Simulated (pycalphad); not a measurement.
All values are pycalphad results on the COST 507 light-alloy database (1999) (1 atm), not direct measurements. The database dates from 1999; later assessments differ in places, in temperatures and in the compounds included. Amounts are mole fractions of atoms. Kinetics are ignored, which matters at the lower temperatures.

**Question.** Give the equilibrium state of Si-18.8V (wt.%) at 560 K.

**Answer.** 
```
T = 560.00 K, P = 101325 Pa, N = 1 mol of atoms
G = -26377 J/mol, H = -7641 J/mol, S = 33.46 J/(mol K)  (SER reference)
chemical potentials (J/mol): Si -12503, V -135068
phase             fraction      x(Si)       x(V)
DIAMOND_A4          0.6604     1.0000       none
SI2V                0.3396     0.6667     0.3333
```

**Question.** Give the equilibrium state of Si-18.8V (wt.%) at 1680 K.

**Answer.** 
```
T = 1680.00 K, P = 101325 Pa, N = 1 mol of atoms
G = -82756 J/mol, H = 58700 J/mol, S = 84.20 J/(mol K)  (SER reference)
chemical potentials (J/mol): Si -67937, V -198844
phase             fraction      x(Si)       x(V)
LIQUID              0.7300     0.9682     0.0318
SI2V                0.2700     0.6667     0.3333
```

Database names, with the compositions (at.%) that they take in these runs: SI2V: Si 67 V 33. DIAMOND_A4 is diamond (Si). An entry "none" or "no" means that the model of the phase leaves that element out.
